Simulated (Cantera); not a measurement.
A closed system holds: 1 mol V₂O₅, 52 mol H₂, 12 mol N₂, held at 1827 °C and 0.133 bar.

Method: chemical equilibrium by Gibbs-energy minimisation in Cantera with the NASA 1993 tables (ideal gas, pure condensed phases). Candidate condensed phases: H₂O, V, VN, VO, V₂O₃, V₂O₄, V₂O₅; 28 gas species. Mutual solubility and eutectic melting of coexisting phases are not modelled. VO: taken at fixed stoichiometry. Condensed phases not in the tables: the oxides between V₂O₃ and V₂O₅ other than VO₂. Rates play no part.

Base state: H₂ 0.771, N₂ 0.187, H₂O 0.0339, H 0.00749, VO₂ 0.000450, VO 5.98e-5, OH 3.93e-5 (mole fractions); condensed: VO(l) + V₂O₃(s).

Task: What changes in the equilibrium state with this change: V₂O₅ replaced by Al₂O₃?

Result: 
```csv
species,before,after
H₂,0.771,0.805
N₂,0.187,0.187
H,0.00749,0.00766
H₂O,0.0339,0.000461
VO₂,0.000450,0
Al,0,0.000192
Al₂O,0,6.96e-5
VO,5.98e-5,0
AlOH,0,2.53e-5
AlH,0,1.43e-5
OH,3.93e-5,5.22e-7
"VO(l), mol",0.393,0
"V₂O₃(s), mol",0.787,0
"Al₂O₃(s), mol",0,0.988
```
The tables' values for AlOH are old estimates; treat these amounts as uncertain. Further candidate phases: Al, AlN, Al₂O₃.

Task: What changes in the equilibrium state with this change: temperature from 1827 °C to 1552 °C?

Result: 
```csv
species,before,after
H₂,0.771,0.780
N₂,0.187,0.187
H₂O,0.0339,0.0312
H,0.00749,0.00107
VO₂,0.000450,8.01e-6
VO,5.98e-5,4.67e-7
OH,3.93e-5,2.98e-6
"VO(l), mol",0.393,0
"V₂O₃(s), mol",0.787,1.000
```

Task: What changes in the equilibrium state with this change: temperature from 1827 °C to 627 °C?

Result: 
| species | before | after |
|---|---|---|
| H₂ | 0.771 | 0.781 |
| N₂ | 0.187 | 0.187 |
| H₂O | 0.0339 | 0.0313 |
| H | 0.00749 | <1e-9 |
| VO₂ | 0.000450 | <1e-9 |
| VO | 5.98e-5 | <1e-9 |
| OH | 3.93e-5 | <1e-9 |
| NH₃ | 6.69e-7 | 4.83e-5 |
| VO(l), mol | 0.393 | 0 |
| V₂O₃(s), mol | 0.787 | 1.00 |
